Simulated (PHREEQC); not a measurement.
Dissolve 0.0057 mol CdCl2, 0.0004 mol NaOH and 0.0051 mol HCl per kg of water at 5 °C. Closed to the air; pH follows from the charge balance.

All values are PHREEQC results (ion-association model, phreeqc.dat), not measurements.

Question: The ionic strength comes out as 0.0171 mol/kgw. What activity coefficients do CdCl+, Na+, Cl-, H+, Cd+2 get?

Answer: CdCl+ 0.88, Na+ 0.88, Cl- 0.88, H+ 0.90, Cd+2 0.60.

No solid was allowed to form. Away from 25 °C the constants follow the database's enthalpies or fits; those with neither stay at their 25 °C values.
